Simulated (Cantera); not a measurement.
A closed system holds: 1 mol C₂H₅OH, 0.068 mol H₂O, 1.1 mol H₂, 0.38 mol O₂, at 1950 K.

Equilibrium computed with Cantera from the NASA thermochemical tables; the gas is ideal and each condensed phase is pure. Candidate condensed phases: C, C₆H₆, C₇H₈, C₈H₁₈, H₂O; 110 gas species. The ideal-gas law is rough above about 30 bar. Equilibrium is a limit: real reactors are often held back by kinetics, nucleation or transport.

x: gas mole fraction; n: condensed amount in mol.

```csv
P (Pa),x H₂,x CO,x H,x CH₄,x H₂O,x C₂H₂ (acetylene),n C(graphite)
10,0.618,0.291,0.0901,1.86e-8,2.59e-9,0.000338,0.168
160,0.675,0.301,0.0235,3.54e-7,4.68e-8,0.000369,0.168
2500,0.690,0.304,0.00602,5.78e-6,7.53e-7,0.000377,0.167
40000,0.693,0.305,___,___,___,0.000379,0.167
630000,0.692,0.305,___,___,___,0.000378,0.160
10000000,0.666,0.309,9.35e-5,0.0215,0.00296,0.000364,0.0577
```

Problem. Some entries are withheld; supply them.

Solution. 
- 630000, x H: 0.000380
- 630000, x CH₄: 0.00147
- 630000, x H₂O: 0.000191
- 40000, x H: 0.00151
- 40000, x CH₄: 9.36e-5
- 40000, x H₂O: 1.21e-5
